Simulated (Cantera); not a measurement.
# SiHCl3 + HCl + N2 (silicon epitaxy and polysilicon growth)

Input: 1 mol SiHCl3, 0.14 mol HCl, 200 mol N2, at 5100 Pa.

These are equilibrium values from Cantera (NASA tables, ideal gas, pure condensed phases), not measurements of a reactor. Candidate condensed phases: NH4Cl, Si, Si3N4; 28 gas species. N2 is the only nitrogen source here; it is nearly inert below about 1500 K, so the nitride shown seldom forms there in practice. The tables' values for SiCl3 are old estimates; treat these amounts as uncertain. Kinetics and transport are ignored.

From 998 K to 1498 K the condensed part is Si3N4(s). The main Si-bearing gas is SiCl4 at 998 K and SiCl2 at 1498 K. The share of Si in condensed phases is highest at 1098 K (48.3 %) and lowest at 1498 K (10.1 %).

```
T (K)  log p N2  log p HCl  log p SiCl2  log p SiCl4  log p SiCl3  n Si3N4(s)
-----  --------  ---------  -----------  -----------  -----------  ----------
998       -1.30      -3.57        -8.24        -3.88        -6.75       0.160
1048      -1.30      -3.57        -7.54        -3.88        -6.34       0.161
1098      -1.30      -3.56        -6.90        -3.89        -5.97       0.161
1148      -1.30      -3.56        -6.32        -3.89        -5.63       0.161
1198      -1.30      -3.56        -5.79        -3.90        -5.32       0.159
1248      -1.30      -3.56        -5.31        -3.92        -5.04       0.156
1298      -1.30      -3.56        -4.88        -3.95        -4.80       0.148
1348      -1.30      -3.56        -4.50        -4.02        -4.61       0.133
1398      -1.30      -3.56        -4.18        -4.14        -4.48       0.107
1448      -1.30      -3.57        -3.93        -4.36        -4.43      0.0708
1498      -1.30      -3.58        -3.76        -4.69        -4.48      0.0337
```
log p: log10 of the partial pressure in bar; n: condensed amount in mol.
